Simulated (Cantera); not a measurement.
Input: 1 mol CH₃Cl, 0.13 mol H₂, equilibrated at 2375 °C and 8.40 mbar.

Equilibrium computed with Cantera from the NASA thermochemical tables; the gas is ideal and each condensed phase is pure. Candidate condensed phases: C, C₆H₆, C₇H₈, C₈H₁₈; 91 gas species. Kinetics and transport are ignored.

Base state: H₂ 0.332, H 0.292, HCl 0.228, Cl 0.140, C₂H₂ (acetylene) 0.00647, C₂H 0.000550, C₃ 0.000518, C 0.000135 (mole fractions); condensed: C(graphite).

Task: What changes in the equilibrium state with this change: CH₃Cl replaced by C₂F₆?

Result: 
| species | before | after |
|---|---|---|
| F | 0 | 0.722 |
| CF₂ | 0 | 0.187 |
| HF | 0 | 0.0516 |
| H₂ | 0.332 | 1.19e-8 |
| H | 0.292 | 5.53e-5 |
| HCl | 0.228 | 0 |
| Cl | 0.140 | 0 |
| CF | 0 | 0.0362 |
| C₂H₂ (acetylene) | 0.00647 | <1e-9 |
| CF₃ | 0 | 0.00119 |
| CF₄ | 0 | 0.000769 |
| C₂HCl | 6.37e-5 | 0 |
| C(graphite), mol | 0.956 | 0.856 |
The feed counts by its element totals alone. Gases not in the tables: C₂F₆ and larger saturated fluorocarbons.

Task: What changes in the equilibrium state with this change: pressure from 8.40 mbar to 0.580 bar?

Result: 
| species | before | after |
|---|---|---|
| H₂ | 0.332 | 0.494 |
| HCl | 0.228 | 0.427 |
| H | 0.292 | 0.0429 |
| Cl | 0.140 | 0.0259 |
| CH₄ | 1.11e-7 | 1.70e-5 |
| C | 0.000135 | 1.96e-6 |
| C₂ | 4.91e-5 | 7.11e-7 |
| C₃ | 0.000518 | 7.50e-6 |
| C(graphite), mol | 0.956 | 0.956 |

Task: What changes in the equilibrium state with this change: temperature from 2375 °C to 3300 °C?

Result: 
```
species             before     after
----------------  --------  --------
H                    0.292     0.650
Cl                   0.140     0.202
C                 0.000135    0.0930
H₂                   0.332   0.00736
HCl                  0.228   0.00346
C₂                 4.91e-5    0.0175
C₃                0.000518    0.0247
C₄H₂               5.23e-5   1.25e-7
C₂H₂ (acetylene)   0.00647   4.69e-5
C₄                 5.65e-7   5.34e-5
C₂HCl              6.37e-5   8.45e-7
CH                 6.19e-6  0.000149
C(graphite), mol     0.956         0
```
The tables' values for CCl are old estimates; treat these amounts as uncertain.
